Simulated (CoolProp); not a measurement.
Vapour-liquid equilibrium of n-heptane (1) + m-xylene (2) at 0.398 MPa; x and y are mole fractions of (1).

Values from CoolProp's multi-fluid Helmholtz-energy mixture model, Span 2003 and Zhou 2012; pair parameters Bell 2016.

### Question
Give the bubble temperature and the first vapour's composition at x = 0.275, 0.35, 0.575. Is there an azeotrope?

### Answer
x = 0.275: 179.3 °C, y = 0.479; x = 0.35: 175.6 °C, y = 0.561; x = 0.575: 166.2 °C, y = 0.750. No azeotrope shows between x = 0.05 and 0.95.

Pair parameters are fitted to limited data, so mixtures are less certain than the pure fluids.
